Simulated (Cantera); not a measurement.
A freely propagating, adiabatic, planar premixed flame of H2 : O2 : N2 = 1 : 0.312 : 1.56 (molar parts), equivalence ratio 1.6, unburnt at 525 K and 6.00 bar; mixture-averaged transport, grid criteria slope 0.08 and curve 0.16, no radiation.

Detailed kinetics in Cantera: the H2/O2 subset of GRI-Mech 3.0, which has no nitrogen chemistry. The hydrogen kinetics of GRI-Mech 3.0 are dated; newer H2 mechanisms differ, most at raised pressure. Burning velocities carry a grid error of a few per cent, more on coarse grids.

Problem. What does this change do: N2 1.56 to 1.2 parts?

Solution. 
```tsv
quantity	before	after
laminar burning velocity	520 cm/s	711 cm/s
thermal thickness	0.0444 mm	0.0420 mm
peak x(H)	0.0358	0.0500
peak x(HO2)	0.000941	0.00111
peak x(O)	0.00234	0.00353
```
